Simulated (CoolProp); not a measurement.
Vapour-liquid equilibrium of ethane (1) + C3F8 (R218) (2) at 3.46 bar; x and y are mole fractions of (1).

The numbers come from the multi-fluid Helmholtz-energy mixture model, Bücker 2006 and Lemmon 2006; pair parameters Bell 2016 in CoolProp.

Problem. Give the bubble temperature and the first vapour's composition at x = 0.05, 0.2, 0.8. Is there an azeotrope?

Solution. x = 0.05: -16.9 °C, y = 0.342; x = 0.2: -41.7 °C, y = 0.789; x = 0.8: -59.5 °C, y = 0.948. No azeotrope shows between x = 0.05 and 0.95.

Pair parameters are fitted to limited data, so mixtures are less certain than the pure fluids. With so large a gap from Raoult's law the liquid may split in two, which this calculation doesn't test in full.
